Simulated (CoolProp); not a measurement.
Properties of R227EA along the isobar 942 kPa (Tc = 374.9 K, pc = 2925 kPa, ω = 0.358).

Computed with CoolProp (reference Helmholtz-energy equation of state, Lemmon 2016).

```
T (K)   phase  cp (kJ/(kg K))  Joule-Thomson coefficient (K/MPa)  isothermal compressibility (1/MPa)  Prandtl number
-----  ------  --------------  ---------------------------------  ----------------------------------  --------------
255.3  liquid           1.074                            -0.2634                            0.002535            6.52
272.1  liquid           1.108                            -0.2024                            0.003368               …
288.9  liquid           1.150                            -0.1175                            0.004659            5.06
305.7  liquid           1.203                            0.01129                            0.006868            4.54
322.5  liquid               …                             0.2355                             0.01135            4.10
339.3     gas          0.9912                              15.26                               1.355           0.766
356.1     gas               …                              12.11                               1.274           0.743
372.9     gas          0.9780                                  …                                   …           0.730
389.7     gas          0.9858                                  …                               1.191           0.720
406.5     gas          0.9972                              7.280                               1.167               …
```

### Question
Fill in the missing entries.

### Answer

- 272.1, Prandtl number: 5.71
- 322.5, cp (kJ/(kg K)): 1.279
- 356.1, cp (kJ/(kg K)): 0.9771
- 372.9, Joule-Thomson coefficient (K/MPa): 9.980
- 372.9, isothermal compressibility (1/MPa): 1.225
- 389.7, Joule-Thomson coefficient (K/MPa): 8.442
- 406.5, Prandtl number: 0.714

Viscosity comes from a separate model (Huber 2003), an estimate that may be off by 10 % or more. Thermal conductivity comes from a separate model (Huber 2003), an estimate that may be off by 10 % or more.
